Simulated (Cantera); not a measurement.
A closed system holds: 1 mol PbF2, 2.5 mol HF, 0.69 mol N2, equilibrated at 57.0 Torr.

Method: chemical equilibrium by Gibbs-energy minimisation in Cantera with the NASA 1993 tables (ideal gas, pure condensed phases). Candidate condensed phases: Pb, PbF2; 26 gas species. Each liquid is taken as pure. Mutual solubility and eutectic melting of coexisting phases are not modelled. The numbers say what is thermodynamically allowed, not how fast it happens.

Task: Which condensed phases are stable at each of these points (T (K)): 1098, 1148, 1198, 1248, 1298, 1348, 1398, 1448, 1498, 1548, 1598, 1648, 1698, 1748?

Result: 
```
T (K)  condensed phases  Pb condensed (%)
-----  ----------------  ----------------
1098    Pb(l) + PbF2(s)              90.3
1148    Pb(l) + PbF2(l)              77.9
1198    Pb(l) + PbF2(l)              51.5
1248              Pb(l)              24.2
1298              Pb(l)               8.8
1348           gas only               0.0
1398           gas only               0.0
1448           gas only               0.0
1498           gas only               0.0
1548           gas only               0.0
1598           gas only               0.0
1648           gas only               0.0
1698           gas only               0.0
1748           gas only               0.0
```

At 1098 K the condensed part is Pb(l) + PbF2(s). From 1148 K to 1198 K the condensed part is Pb(l) + PbF2(l). From 1248 K to 1298 K the condensed part is Pb(l). From 1348 K to 1748 K nothing is condensed.
